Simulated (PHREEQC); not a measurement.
Consider water at 45 °C with 0.0034 mol H2SO4, 0.0031 mol K2SO4 and 0.063 mol CuSO4 per kg of water. Closed to the air; pH follows from the charge balance.

Equilibrium calculation in PHREEQC: ion-association model, wateq4f.dat.

**Question.** The ionic strength comes out as 0.144 mol/kgw. What activity coefficients do H+, Cu+2, KSO4-, HSO4-, K+ get?

**Answer.** H+ 0.81, Cu+2 0.35, KSO4- 0.76, HSO4- 0.74, K+ 0.73.

No solid was allowed to form. Complexes and solids missing from the database can't appear. At this temperature some constants are extrapolated from 25 °C, and those without enthalpy data are left unchanged.
